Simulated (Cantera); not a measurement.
A closed system holds: 1 mol Si3N4, 0.12 mol H2O, 0.42 mol H2, equilibrated at 1623.15 K.

Equilibrium computed with Cantera from the NASA thermochemical tables; the gas is ideal and each condensed phase is pure. Candidate condensed phases: H2O, Si, SiO2, Si2N2O, Si3N4; 35 gas species. Mutual solubility and eutectic melting of coexisting phases are not modelled. The tables' values for SiN are old estimates; treat these amounts as uncertain. Kinetics and transport are ignored.

log p: log10 of the partial pressure in bar; n: condensed amount in mol.

```
P (Pa)  log p H2  log p N2  log p SiO  log p Si  log p H  log p Si2N  n Si(s)  n Si2N2O(s)  n Si3N4(s)
------  --------  --------  ---------  --------  -------  ----------  -------  -----------  ----------
1          -5.71     -5.13      -6.35     -6.80    -7.02       -9.24     2.84            0           0
5.20       -4.98     -4.41      -5.63     -6.80    -6.65       -8.88     2.87            0           0
27         -4.26     -3.69      -4.92     -6.80    -6.29       -8.52     2.88            0           0
140        -3.03     -3.35      -4.86     -6.80    -5.67       -8.35    0.317        0.112       0.817
720        -2.18     -3.30      -4.88     -6.84    -5.25       -8.39        0        0.119       0.920
3700           ?         ?          ?         ?        ?           ?        0        0.120       0.920
19000          ?         ?          ?         ?        ?           ?        0        0.120       0.920
100000     -0.03     -1.16      -5.59     -8.27    -4.18      -10.17        0        0.120       0.920
```

Q: Complete the blanks.

A: 
- 3700, log p H2: -1.46
- 3700, log p N2: -2.59
- 3700, log p SiO: -5.12
- 3700, log p Si: -7.31
- 3700, log p H: -4.89
- 3700, log p Si2N: -8.98
- 19000, log p H2: -0.75
- 19000, log p N2: -1.88
- 19000, log p SiO: -5.35
- 19000, log p Si: -7.78
- 19000, log p H: -4.54
- 19000, log p Si2N: -9.57
